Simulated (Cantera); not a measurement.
Feed: 1 mol CF4, a varied amount of H2, held at 1525 °C and 0.140 bar.

Equilibrium computed with Cantera from the NASA thermochemical tables; the gas is ideal and each condensed phase is pure. Candidate condensed phases: C, C6H6, C7H8, C8H18; 95 gas species. Gases not in the tables: C2F6 and larger saturated fluorocarbons. Equilibrium is a limit: real reactors are often held back by kinetics, nucleation or transport.

Task: At 1.3 mol H2, list the 5 most abundant gas species with their mole fractions, and the condensed phases.

Result: HF 0.880, CF4 0.117, CF2 0.00158, F 0.000340, CF3 0.000208. Condensed: C(graphite).
